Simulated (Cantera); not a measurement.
Input (Python, Cantera) and output of one run.

```python
import numpy as np
import cantera as ct

gas_names = [...]  # 87 gases of nasa_gas.yaml made of C, H, Si
cond_names = """
    C(gr) C6H6(L) C7H8(L) C8H18(L),n-octa Si(cr) Si(L) SiC(b)
""".split()


# ... load() reads the species with a 1 bar reference pressure and builds the phases ...
atoms = {
    'Si(CH3)4': {'Si': 1, 'C': 4, 'H': 12},
    'C3H8': {'C': 3, 'H': 8},
    'H2': {'H': 2},
}
top_T = {'C(gr)': 4500, 'SiC(b)': 3050}  # K; cautious upper limits of use, not melting points


# ... equilibrate(T, P, feed) seeds the gas with the atoms and calls Mixture.equilibrate('TP', solver="vcs", rtol=1e-11, max_steps=5000) ...
results = []
feed = {'Si(CH3)4': 1, 'C3H8': 0.045, 'H2': 100}  # mol
T = 2275  # K
P = 12000  # Pa
mix = equilibrate(T, P, feed)
results.append((T, P, feed, dict(zip(mix.species_names, mix.species_moles))))
x = sorted(zip(gas.X, gas.species_names), reverse=True)
print(f"T = {T:g} K  P = {P:g} Pa  gas = {mix.phase_moles(0):.4g} mol")
print("   x: " + "  ".join(f"{s} {v:.3e}" for v, s in x if v > 1e-05))
print("   condensed (mol): " + ("  ".join(f"{mix.phase(i).name} {mix.phase_moles(i):.4g}"
      for i in range(1, mix.n_phases) if mix.phase_moles(i) > 1e-12) or "none"))
```

Output:

```
T = 2275 K  P = 12000 Pa  gas = 107.6 mol
   x: H2 9.709e-01  H 2.415e-02  C2H2,acetylene 3.698e-03  Si 8.307e-04  SiH 1.089e-04  SiC2 1.051e-04  Si2C 6.241e-05  SiH2 5.441e-05  CH4 2.545e-05  CH3 1.195e-05
   condensed (mol): C(gr) 2.434  SiC(b) 0.8678
```

Cantera equilibrium calculation (NASA polynomials, part measured and part estimated; ideal gas, pure solids and liquids). Gases not in the tables: Si2H6 and higher silanes.
